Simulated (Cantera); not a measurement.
What does this Cantera script print?

```python
import numpy as np
import cantera as ct

gas_names = """
    VO2 NO H2O OH
""".split()
cond_names = """
    VN(s)
""".split()


# ... load() reads the species with a 1 bar reference pressure and builds the phases ...
species = {s.name: s for s in load("nasa_gas.yaml", gas_names) + load("nasa_condensed.yaml", cond_names)}
# Each term lists the table entries of one substance; the one whose range holds T is used.
reactions = {
    'VO2(g) + NO(g) + 3 H2O(g) = 6 OH(g) + VN':
        [(-1, ['VO2']), (-1, ['NO']), (-3, ['H2O']), (6, ['OH']), (1, ['VN(s)'])],
}


def pick(names, T):
    return next(species[n] for n in names if species[n].thermo.min_temp <= T <= species[n].thermo.max_temp)


results = []
for label, terms in reactions.items():
    print(label)
    print("     T/K   dH/kJ  dS/(J/K)   dG/kJ   log10 K")
    for T in [300, 1598, 1623, 1648, 1673, 1698, 1723, 1748]:
        used = [(nu, pick(names, T)) for nu, names in terms]
        dH = sum(nu * s.thermo.h(T) for nu, s in used) / 1e6
        dS = sum(nu * s.thermo.s(T) for nu, s in used) / 1e3
        dG = dH - T * dS / 1e3
        logK = -dG * 1e6 / (ct.gas_constant * T * np.log(10))
        results.append((label, T, dH, dS, dG, logK, [s.name for _, s in used]))
        print(f"{T:8g} {dH:8.1f} {dS:8.1f} {dG:8.1f} {logK:8.2f}")
```

Output:

```
VO2(g) + NO(g) + 3 H2O(g) = 6 OH(g) + VN
     T/K   dH/kJ  dS/(J/K)   dG/kJ   log10 K
     300    885.8     97.5    856.6  -149.15
    1598    922.1    149.6    683.1   -22.33
    1623    922.7    149.9    679.4   -21.87
    1648    923.2    150.2    675.6   -21.41
    1673    923.8    150.6    671.9   -20.98
    1698    924.4    150.9    668.1   -20.55
    1723    924.9    151.2    664.3   -20.14
    1748    925.5    151.6    660.5   -19.74
```

Cantera with NASA thermochemical tables; ideal gases at 1 bar, condensed phases pure. VN: taken at fixed stoichiometry. Condensed species are held in their standard states even where they would react or evaporate.
